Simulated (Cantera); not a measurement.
Input: 1 mol Ti, 2.9 mol O2, 69 mol H2, equilibrated at 10.0 mbar.

These are equilibrium values from Cantera (NASA tables, ideal gas, pure condensed phases), not measurements of a reactor. Candidate condensed phases: H2O, Ti, TiO, TiO2, Ti2O3, Ti3O5, Ti4O7; 12 gas species. Condensed phases not in the tables: Magnéli phases beyond Ti4O7. The numbers say what is thermodynamically allowed, not how fast it happens.

x: gas mole fraction; n: condensed amount in mol.

```json
[
 {"T (°C)": "777", "x H2": "0.945", "x H2O": "0.0551", "x H": "7.88e-8", "x OH": "…", "n TiO2(rutile)": "1.00", "n Ti4O7(s)": "0", "n Ti3O5(s)": "0", "n Ti4O7(l)": "0"},
 {"T (°C)": "877", "x H2": "0.945", "x H2O": "0.0551", "x H": "7.25e-7", "x OH": "…", "n TiO2(rutile)": "1.00", "n Ti4O7(s)": "0", "n Ti3O5(s)": "0", "n Ti4O7(l)": "0"},
 {"T (°C)": "977", "x H2": "0.945", "x H2O": "0.0551", "x H": "4.70e-6", "x OH": "…", "n TiO2(rutile)": "1.00", "n Ti4O7(s)": "0", "n Ti3O5(s)": "0", "n Ti4O7(l)": "0"},
 {"T (°C)": "1077", "x H2": "0.945", "x H2O": "0.0551", "x H": "2.32e-5", "x OH": "…", "n TiO2(rutile)": "1.00", "n Ti4O7(s)": "0", "n Ti3O5(s)": "0", "n Ti4O7(l)": "0"},
 {"T (°C)": "1177", "x H2": "0.945", "x H2O": "0.0551", "x H": "9.19e-5", "x OH": "…", "n TiO2(rutile)": "1.00", "n Ti4O7(s)": "0", "n Ti3O5(s)": "0", "n Ti4O7(l)": "0"},
 {"T (°C)": "1277", "x H2": "0.945", "x H2O": "0.0551", "x H": "0.000306", "x OH": "…", "n TiO2(rutile)": "1.00", "n Ti4O7(s)": "0", "n Ti3O5(s)": "0", "n Ti4O7(l)": "0"},
 {"T (°C)": "1377", "x H2": "0.944", "x H2O": "0.0550", "x H": "0.000883", "x OH": "…", "n TiO2(rutile)": "1.000", "n Ti4O7(s)": "0", "n Ti3O5(s)": "0", "n Ti4O7(l)": "0"},
 {"T (°C)": "1477", "x H2": "0.939", "x H2O": "0.0586", "x H": "0.00225", "x OH": "…", "n TiO2(rutile)": "0", "n Ti4O7(s)": "0.250", "n Ti3O5(s)": "0", "n Ti4O7(l)": "0"},
 {"T (°C)": "1577", "x H2": "0.936", "x H2O": "0.0585", "x H": "0.00521", "x OH": "…", "n TiO2(rutile)": "0", "n Ti4O7(s)": "0.250", "n Ti3O5(s)": "0", "n Ti4O7(l)": "0"},
 {"T (°C)": "1677", "x H2": "0.929", "x H2O": "0.0595", "x H": "0.0111", "x OH": "…", "n TiO2(rutile)": "0", "n Ti4O7(s)": "0", "n Ti3O5(s)": "0.333", "n Ti4O7(l)": "0"},
 {"T (°C)": "1777", "x H2": "0.920", "x H2O": "0.0579", "x H": "0.0218", "x OH": "…", "n TiO2(rutile)": "0", "n Ti4O7(s)": "0", "n Ti3O5(s)": "0", "n Ti4O7(l)": "0.249"},
 {"T (°C)": "1877", "x H2": "0.902", "x H2O": "0.0572", "x H": "0.0401", "x OH": "…", "n TiO2(rutile)": "0", "n Ti4O7(s)": "0", "n Ti3O5(s)": "0", "n Ti4O7(l)": "0.247"}
]
```

Q: Fill in the missing entries.

A: 
- 777, x OH: 1.47e-11
- 877, x OH: 2.56e-10
- 977, x OH: 2.82e-9
- 1077, x OH: 2.19e-8
- 1177, x OH: 1.28e-7
- 1277, x OH: 6.00e-7
- 1377, x OH: 2.33e-6
- 1477, x OH: 8.25e-6
- 1577, x OH: 2.41e-5
- 1677, x OH: 6.43e-5
- 1777, x OH: 0.000150
- 1877, x OH: 0.000328
